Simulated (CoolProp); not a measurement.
A single-stage vapour-compression cycle with R22: evaporating at 293.15 K (dew point), condensing at 349.15 K (bubble point), superheat 5 K, subcooling 5 K, compressor efficiency 0.9, no pressure losses. Each further row changes one setting.

Values from CoolProp's reference Helmholtz-energy equation of state, Kamei 1995.

| case | cooling COP | pressure ratio | discharge temperature (K) | refrigerating effect (kJ/kg) | volumetric capacity (kJ/m³) |
|---|---|---|---|---|---|
| as stated | 3.27 | 3.72 | 378.9 | 122 | 4540 |
| evaporating temperature 298.15 K | 3.73 | (withheld) | (withheld) | (withheld) | 5280 |
| condensing temperature 344.15 K | 3.77 | 3.36 | 372.0 | 130 | 4830 |
| subcooling 10 K | 3.49 | 3.72 | 378.9 | 130 | (withheld) |
| superheat 15 K | (withheld) | 3.72 | 388.9 | 130 | 4590 |
| compressor efficiency 0.8 | (withheld) | 3.72 | 383.3 | 122 | 4540 |

Q: Complete the blanks.

A: 
- evaporating temperature 298.15 K, pressure ratio: 3.24
- evaporating temperature 298.15 K, discharge temperature (K): 376.5
- evaporating temperature 298.15 K, refrigerating effect (kJ/kg): 123
- subcooling 10 K, volumetric capacity (kJ/m³): 4850
- superheat 15 K, cooling COP: 3.28
- compressor efficiency 0.8, cooling COP: 2.90
